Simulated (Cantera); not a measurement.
A closed system holds: 1 mol BN, 19 mol HF, 3.6 mol N2, at 2023 K and 33.0 Pa.

Method: chemical equilibrium by Gibbs-energy minimisation in Cantera with the NASA 1993 tables (ideal gas, pure condensed phases). Candidate condensed phases: B, BN; 31 gas species. The tables' values for BF2 are old estimates; treat these amounts as uncertain. Equilibrium is a limit: real reactors are often held back by kinetics, nucleation or transport.

Base state: HF 0.706, N2 0.178, H2 0.0487, BF3 0.0345, H 0.0231, BF2 0.00784, BF 0.00117, F 0.000151 (mole fractions); condensed: gas only.

What changes in the equilibrium state with this change: HF from 19 to 25 mol?


```tsv
species	before	after
HF	0.706	0.765
N2	0.178	0.141
H2	0.0487	0.0383
BF3	0.0345	0.0285
H	0.0231	0.0205
BF	0.00117	0.000648
BHF2	2.24e-5	1.34e-5
```
